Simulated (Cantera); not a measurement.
A closed system holds: 1 mol CH3SiCl3, 0.11 mol HCl, 1.4 mol H2, held at 13300 Pa.

Method: chemical equilibrium by Gibbs-energy minimisation in Cantera with the NASA 1993 tables (ideal gas, pure condensed phases). Candidate condensed phases: C, C6H6, C7H8, C8H18, Si, SiC; 109 gas species. The feed counts by its element totals alone. Gases not in the tables: Si2H6 and higher silanes. The numbers say what is thermodynamically allowed, not how fast it happens.

Q: What share of the Si ends up in condensed phases as a function of T (K), at 1373, 1523, 1673, 1823, 1973, 2123, 2273, 2423?

A: 
```csv
T (K),Si condensed (%),as
1373,68.4,SiC(s)
1523,75.3,SiC(s)
1673,74.1,SiC(s)
1823,68.3,SiC(s)
1973,61.2,SiC(s)
2123,54.1,SiC(s)
2273,47.1,SiC(s)
2423,38.7,SiC(s)
```
